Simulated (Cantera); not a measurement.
A closed system holds: 1 mol C₂H₅OH, 0.026 mol CO₂, 6.6 mol N₂, equilibrated at 1975 K and 180000 Pa.

These are equilibrium values from Cantera (NASA tables, ideal gas, pure condensed phases), not measurements of a reactor. Candidate condensed phases: C, C₆H₆, C₇H₈, C₈H₁₈, H₂O; 136 gas species. Rates play no part.

Base state: N₂ 0.617, H₂ 0.278, CO 0.0987, HCN 0.00553, H 0.000538, HNC 0.000300, C₂H₂ (acetylene) 0.000181, CH₄ 6.32e-5 (mole fractions); condensed: C(graphite).

Task: What changes in the equilibrium state with this change: pressure from 180000 Pa to 330 Pa?

Result: 
| species | before | after |
|---|---|---|
| N₂ | 0.617 | 0.613 |
| H₂ | 0.278 | 0.271 |
| CO | 0.0987 | 0.0981 |
| H | 0.000538 | 0.0124 |
| CH₄ | 6.32e-5 | 1.10e-7 |
| C₂H₂ (acetylene) | 0.000181 | 0.000176 |
| HNC | 0.000300 | 0.000295 |
| C(graphite), mol | 0.907 | 0.909 |

Task: What changes in the equilibrium state with this change: CO₂ from 0.026 to 0.67 mol?

Result: 
```json
[
 {"species": "N₂", "before": "0.617", "after": "0.550"},
 {"species": "H₂", "before": "0.278", "after": "0.248"},
 {"species": "CO", "before": "0.0987", "after": "0.196"},
 {"species": "H₂O", "before": "6.41e-6", "after": "1.13e-5"},
 {"species": "CH₄", "before": "6.32e-5", "after": "5.03e-5"},
 {"species": "C(graphite), mol", "before": "0.907", "after": "0.264"}
]
```

Task: What changes in the equilibrium state with this change: temperature from 1975 K to 2750 K?

Result: 
```tsv
species	before	after
N₂	0.617	0.585
H₂	0.278	0.233
CO	0.0987	0.0975
HCN	0.00553	0.0461
H	0.000538	0.0246
C₂H	6.00e-9	8.02e-5
CN	2.37e-7	0.000387
C₄H₂	4.70e-8	7.66e-5
C₂H₂ (vinylidene)	1.45e-8	1.10e-5
C(graphite), mol	0.907	0.246
```
